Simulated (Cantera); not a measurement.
**Ignition delay**

Mixture: 6.21 % CH₄, 0.397 % C₂H₆, 1.49 % C₃H₈, 19.3 % O₂, 72.6 % N₂, at 720000 Pa, adiabatic and at constant pressure. Ignition delay is the time to a rise of 400 K.

Computed with Cantera and GRI-Mech 3.0 (53 species, 325 reactions). GRI-Mech 3.0 was tuned for natural gas; its chemistry of propane as a main component is partial and can be far from experiment.

| T0 (K) | delay (ms) |
|---|---|
| 1300 | 0.438 |
| 1350 | 0.223 |
| 1400 | 0.119 |
| 1450 | 0.0666 |
| 1500 | 0.0395 |
| 1550 | 0.0247 |
| 1600 | 0.0162 |

The apparent activation energy between 1500 and 1600 K comes out as 180 kJ/mol.
